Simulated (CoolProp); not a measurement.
Vapour-liquid equilibrium of R134a (1) + R1234ze(E) (2) at -43.75 °C; x and y are mole fractions of (1).

Model: multi-fluid Helmholtz-energy mixture model, Tillner-Roth 1994 and Thol 2016; pair parameters Bell 2022, in CoolProp.

| x | bubble pressure (bar) | y at the bubble point | dew pressure at overall composition x (bar) | liquid density (mol/L) |
|---|---|---|---|---|
| 0.05 | 0.3116 | 0.085 | 0.3066 | 12.01 |
| 0.125 | 0.3274 | 0.194 | 0.3173 | 12.15 |
| 0.2 | 0.3411 | 0.287 | 0.3283 | 12.29 |
| 0.275 | 0.3530 | 0.368 | 0.3394 | 12.43 |
| 0.35 | 0.3635 | 0.442 | 0.3503 | 12.58 |
| 0.425 | 0.3728 | 0.511 | 0.3611 | 12.73 |
| 0.5 | 0.3812 | 0.577 | 0.3713 | 12.88 |
| 0.575 | 0.3887 | 0.641 | 0.3810 | 13.04 |
| 0.65 | 0.3955 | 0.703 | 0.3898 | 13.20 |
| 0.725 | 0.4016 | 0.765 | 0.3977 | 13.36 |
| 0.8 | 0.4071 | 0.828 | 0.4047 | 13.53 |
| 0.875 | 0.4120 | 0.892 | 0.4108 | 13.70 |
| 0.95 | 0.4164 | 0.956 | 0.4160 | 13.88 |

No azeotrope shows between x = 0.05 and 0.95.

Pair parameters are fitted to limited data, so mixtures are less certain than the pure fluids.
